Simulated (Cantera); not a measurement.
A diamond (100) surface in a fixed gas of H2 with x(CH4) = 0.0033, x(H) = 0.041, at 900 K, 82.5 Torr; coverages are run to steady state.

Detailed kinetics in Cantera: the Harris–Goodwin 1993 mechanism for the reconstructed diamond (100) surface.

One state of this run: growth (µm/h) = 0.625; θ c6HH = 0.692; θ c6H* = 0.0113; θ c6*H = 0.292; θ c6** = 0.00449; θ c6HM = 0.000373. θ: site fractions in the mechanism's names (c6HH fully hydrogenated, c6H* and c6*H radical sites, c6** diradical, c6HM methylated).

Question: Which value of x(CH3) does it belong to?
(A) 1.8e-05
(B) 8.7e-06
(C) 7.6e-05
(D) 2.1e-06

Answer: A, 1.8e-05
